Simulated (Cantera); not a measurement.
Adiabatic ignition

An adiabatic, constant-pressure homogeneous reactor starts with 12.5 % CH3OH, 12.5 % O2, 75.0 % N2, equivalence ratio 1.5, at 950 K and 100000 Pa.

Cantera simulation using GRI-Mech 3.0 (53 species, 325 reactions); the numbers are that mechanism's predictions, not measurements. GRI-Mech 3.0 was tuned for natural gas; its chemistry of methanol as a main component is partial and can be far from experiment. Below about 1000 K GRI-Mech 3.0 lacks low-temperature oxidation paths.

| t (s) | T (K) | x CH3OH | x O2 | x OH | x C2H2 | x CO | x N2O | x HCN |
|---|---|---|---|---|---|---|---|---|
| 5.00e-6 | 950 | 0.125 | 0.125 | <1e-12 | <1e-12 | <1e-12 | <1e-12 | <1e-12 |
| 1.18e-5 | 950 | 0.125 | 0.125 | <1e-12 | <1e-12 | 1.68e-12 | <1e-12 | <1e-12 |
| 2.79e-5 | 950 | 0.125 | 0.125 | <1e-12 | <1e-12 | 3.99e-12 | <1e-12 | <1e-12 |
| 6.60e-5 | 950 | 0.125 | 0.125 | <1e-12 | <1e-12 | 9.44e-12 | <1e-12 | <1e-12 |
| 0.000156 | 950 | 0.125 | 0.125 | <1e-12 | <1e-12 | 2.23e-11 | <1e-12 | <1e-12 |
| 0.000368 | 950 | 0.125 | 0.125 | <1e-12 | <1e-12 | 5.27e-11 | <1e-12 | <1e-12 |
| 0.000871 | 950 | 0.125 | 0.125 | <1e-12 | <1e-12 | 1.25e-10 | <1e-12 | <1e-12 |
| 0.00206 | 950 | 0.125 | 0.125 | <1e-12 | <1e-12 | 2.95e-10 | <1e-12 | <1e-12 |
| 0.00486 | 950 | 0.125 | 0.125 | <1e-12 | <1e-12 | 6.97e-10 | <1e-12 | <1e-12 |
| 0.0115 | 950 | 0.125 | 0.125 | <1e-12 | <1e-12 | 1.65e-9 | <1e-12 | <1e-12 |
| 0.0271 | 950 | 0.125 | 0.125 | <1e-12 | <1e-12 | 3.93e-9 | <1e-12 | <1e-12 |
| 0.0641 | 950 | 0.125 | 0.125 | <1e-12 | <1e-12 | 9.44e-9 | <1e-12 | <1e-12 |
| 0.152 | 950 | 0.125 | 0.125 | <1e-12 | <1e-12 | 2.33e-8 | <1e-12 | <1e-12 |
| 0.358 | 950 | 0.125 | 0.125 | <1e-12 | <1e-12 | 6.47e-8 | 2.98e-12 | <1e-12 |
| 0.846 | 950 | 0.125 | 0.125 | 2.37e-12 | <1e-12 | 3.66e-7 | 1.69e-11 | <1e-12 |
| 2.00 | 2128 | <1e-12 | 7.20e-6 | 0.000374 | <1e-12 | 0.0639 | 2.69e-9 | 3.44e-9 |
x: mole fraction; the columns are a selection and need not sum to one.

- time of steepest temperature rise: 1.89 s
- temperature at 2.00 s: 2128 K
- equilibrium temperature: 2128 K
- x(CH3OH) at 2.00 s: <1e-12 (gas-phase equilibrium <1e-12)
- x(O2) at 2.00 s: 7.20e-6 (gas-phase equilibrium 7.17e-6)
- x(OH) at 2.00 s: 0.000374 (gas-phase equilibrium 0.000373)
